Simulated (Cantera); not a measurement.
Charge: 1 mol CH2F2, 0.54 mol HCl, 7.7 mol H2, at 2498.15 K and 150 Torr.

Method: chemical equilibrium by Gibbs-energy minimisation in Cantera with the NASA 1993 tables (ideal gas, pure condensed phases). Candidate condensed phases: C, C6H6, C7H8, C8H18; 118 gas species. Equilibrium is a limit: real reactors are often held back by kinetics, nucleation or transport.

Base state: H2 0.704, HF 0.190, HCl 0.0491, H 0.0468, C2H2 (acetylene) 0.00755, Cl 0.00231, C2H 3.59e-5, C4H2 3.35e-5 (mole fractions); condensed: C(graphite).

Question: What changes in the equilibrium state with this change: H2 from 7.7 to 0.12 mol?

Answer: 
```tsv
species	before	after
HF	0.190	0.736
HCl	0.0491	0.169
H2	0.704	0.0521
Cl	0.00231	0.0293
H	0.0468	0.0127
CH4	1.49e-5	8.16e-8
Cl2	9.18e-8	1.48e-5
CH3	1.78e-5	3.59e-7
C(graphite), mol	0.838	0.997
```
